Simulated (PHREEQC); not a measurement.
Solution (25 °C): 3.7 mmol/kgw CuSO4, 29 mmol/kgw HCl and 5.9 mmol/kgw NaCl. Closed to the air; pH follows from the charge balance.

The numbers come from PHREEQC with the ion-association model, phreeqc.dat.

Precipitation was switched off in this run.

**Question.** Order these S species by the share of S that they hold, largest first: HSO4-, SO4-2, CuSO4, NaSO4-.

**Answer.** HSO4- (53 %), SO4-2 (40 %), CuSO4 (6.4 %), NaSO4- (0.57 %)

**Question.** Order these Cu species by the share of Cu that they hold, largest first: CuCl+, CuSO4, Cu+2.

**Answer.** Cu+2 (89 %), CuSO4 (6.4 %), CuCl+ (4.1 %)

The pH is 1.63 and the ionic strength 0.0445 mol/kgw.
